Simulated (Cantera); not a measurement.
Input: 1 mol Si2Cl6, 0.17 mol Cl2, 110 mol N2, held at 7.90 mbar.

These are equilibrium values from Cantera (NASA tables, ideal gas, pure condensed phases), not measurements of a reactor. Candidate condensed phases: Si, Si3N4; 13 gas species. The feed counts by its element totals alone. N2 is the only nitrogen source here; it is nearly inert below about 1500 K, so the nitride shown seldom forms there in practice. The tables' values for SiCl3 are old estimates; treat these amounts as uncertain. Rates play no part.

x: gas mole fraction; n: condensed amount in mol.

```
T (K)   x N2  x SiCl4  x SiCl2   x SiCl3      x Cl     x Cl2    x SiCl  n Si3N4(s)
-----  -----  -------  -------  --------  --------  --------  --------  ----------
900    0.986   0.0142      [?]   3.04e-6  7.99e-10    <1e-12    <1e-12       0.138
950    0.986   0.0142      [?]   9.82e-6   3.94e-9  3.91e-12    <1e-12       0.138
1000   0.986   0.0142      [?]   2.82e-5   1.66e-8  1.43e-11    <1e-12       0.138
1050   0.986   0.0142      [?]   7.28e-5   6.07e-8  4.65e-11    <1e-12       0.138
1100   0.986   0.0141      [?]  0.000172   1.98e-7  1.35e-10    <1e-12       0.136
1150   0.986   0.0139      [?]  0.000374   5.82e-7  3.56e-10  5.01e-12       0.133
1200   0.985   0.0135      [?]  0.000751   1.56e-6  8.58e-10  5.32e-11       0.125
1250   0.985   0.0126      [?]   0.00139   3.82e-6   1.89e-9  4.61e-10       0.105
1300   0.984   0.0110      [?]   0.00230   8.59e-6   3.79e-9   3.32e-9      0.0638
1350   0.982  0.00883  0.00582   0.00321   1.90e-5   7.81e-9   1.65e-8           0
1400   0.982  0.00870  0.00573   0.00343   6.10e-5   3.64e-8   2.41e-8           0
1450   0.982  0.00853  0.00568   0.00364  0.000180   1.50e-7   3.48e-8           0
1500   0.982  0.00827  0.00572   0.00386  0.000486   5.48e-7   5.05e-8           0
```

Fill in the missing entries.


- 900, x SiCl2: 3.10e-8
- 950, x SiCl2: 2.26e-7
- 1000, x SiCl2: 1.35e-6
- 1050, x SiCl2: 6.77e-6
- 1100, x SiCl2: 2.92e-5
- 1150, x SiCl2: 0.000110
- 1200, x SiCl2: 0.000367
- 1250, x SiCl2: 0.00109
- 1300, x SiCl2: 0.00286
